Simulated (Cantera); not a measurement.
Cantera run, input and output.

```python
import numpy as np
import cantera as ct

surf = ct.Interface("ptcombust.yaml", "Pt_surf")
gas = surf.adjacent["gas"]
gas.TPX = 300, 16000, {'H2': 0.035, 'O2': 0.11, 'N2': 0.79}
jet = ct.ImpingingJet(gas=gas, width=0.033, surface=surf)
jet.inlet.mdot, jet.inlet.T, jet.inlet.X = 0.092, 300, {'H2': 0.035, 'O2': 0.11, 'N2': 0.79}
jet.set_refine_criteria(ratio=10, slope=0.2, curve=0.3)
show, cover = ['H2', 'O2', 'H2O', 'OH'], ["PT(S)", "H(S)", "O(S)", "OH(S)", "CO(S)", "C(S)"]

rows = []
print(f"{'Ts/K':>7s}" + "".join(f"{s:>11s}" for s in show + cover) + "   (gas at the wall, coverages)")
for i, Ts in enumerate([500, 550, 600, 650, 700, 750]):
    jet.surface.T = Ts
    if i == 0:
        surf.TP = Ts, 16000
        surf.coverages = "PT(S):0.5, O(S):0.5"
        surf.advance_coverages(1.0)
        jet.set_initial_guess(products="inlet")
    jet.solve(loglevel=0, auto=(i == 0))
    rows.append([*(jet.X[gas.species_index(s), -1] for s in show), *surf[cover].coverages])
    print(f"{Ts:7g}" + "".join(f"{x:11.3e}" for x in rows[-1]))
```

Output:

```
   Ts/K         H2         O2        H2O         OH      PT(S)       H(S)       O(S)      OH(S)      CO(S)       C(S)   (gas at the wall, coverages)
    500  2.964e-03  8.023e-02  6.832e-02  1.353e-15  5.415e-02  2.407e-09  9.157e-01  3.000e-02  1.631e-18  1.997e-28
    550  2.956e-03  8.040e-02  6.774e-02  5.184e-14  5.722e-02  2.399e-09  9.255e-01  1.719e-02  1.181e-14 -8.759e-24
    600  2.950e-03  8.053e-02  6.725e-02  1.071e-12  6.014e-02  3.034e-09  9.291e-01  1.072e-02 -1.425e-18  1.220e-26
    650  2.940e-03  8.064e-02  6.683e-02  1.377e-11  6.309e-02  4.522e-09  9.298e-01  7.142e-03  2.959e-22  3.145e-26
    700  2.882e-03  8.068e-02  6.657e-02  1.217e-10  6.718e-02  7.357e-09  9.277e-01  5.083e-03  7.598e-19  4.417e-25
    750  2.634e-03  8.051e-02  6.670e-02  7.781e-10  7.696e-02  1.345e-08  9.191e-01  3.933e-03 -1.008e-19  2.409e-24
```

Detailed kinetics in Cantera: Deutschmann's 1995 Pt surface mechanism with GRI-Mech 3.0 gas chemistry. Catalytic surfaces can have several steady states; this one follows from the mechanism file's or the stated starting coverage.
